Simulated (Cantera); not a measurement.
An isothermal, constant-pressure homogeneous reactor starts with 7.14 % C3H8, 92.9 % H2, at 1150 K and 13300 Pa.

Cantera simulation using GRI-Mech 3.0 (53 species, 325 reactions); the numbers are that mechanism's predictions, not measurements. GRI-Mech 3.0 was tuned for natural gas; its chemistry of propane as a main component is partial and can be far from experiment. GRI-Mech 3.0 stops at C3 and has no aromatics, soot or wall deposition, so with more carbon than oxygen in the feed, carbon stays in small species such as C2H2 where larger ones or solid carbon would form.

x: mole fraction; the columns are a selection and need not sum to one.

| t (s) | x C3H8 | x H2 | x CH4 | x C2H | x C2H2 | x C2H6 | x CH2 |
|---|---|---|---|---|---|---|---|
| 0.000100 | 0.0714 | 0.929 | 1.58e-5 | <1e-12 | 2.05e-11 | 1.57e-6 | 6.55e-12 |
| 0.000388 | 0.0711 | 0.928 | 0.000282 | <1e-12 | 5.14e-9 | 9.07e-6 | 1.68e-10 |
| 0.00151 | 0.0677 | 0.925 | 0.00335 | <1e-12 | 6.95e-7 | 6.71e-5 | 9.69e-10 |
| 0.00584 | 0.0519 | 0.912 | 0.0177 | <1e-12 | 2.25e-5 | 0.000351 | 9.00e-10 |
| 0.0227 | (withheld) | 0.882 | (withheld) | <1e-12 | (withheld) | (withheld) | 3.37e-10 |
| 0.0879 | 0.000924 | 0.867 | 0.0669 | <1e-12 | 0.00154 | 0.00163 | 2.18e-11 |
| 0.341 | (withheld) | 0.866 | 0.0689 | 1.02e-12 | (withheld) | (withheld) | 4.96e-12 |
| 1.32 | 2.78e-6 | 0.864 | 0.0718 | 2.14e-12 | 0.00730 | 0.00171 | 4.58e-12 |
| 5.14 | 2.26e-6 | 0.860 | 0.0803 | 3.34e-12 | 0.0128 | 0.00140 | 3.98e-12 |
| 19.9 | 1.87e-6 | 0.849 | 0.101 | 2.63e-12 | 0.0125 | 0.00112 | 3.24e-12 |
| 77.3 | 1.22e-6 | 0.829 | 0.136 | 1.27e-12 | 0.00863 | 0.000756 | 2.09e-12 |
| 300 | 4.89e-7 | 0.808 | 0.174 | <1e-12 | 0.00446 | 0.000377 | <1e-12 |

Complete the blanks.


- 0.0227, x C3H8: 0.0173
- 0.0227, x CH4: 0.0499
- 0.0227, x C2H2: 0.000319
- 0.0227, x C2H6: 0.000998
- 0.341, x C3H8: 1.36e-5
- 0.341, x C2H2: 0.00327
- 0.341, x C2H6: 0.00185
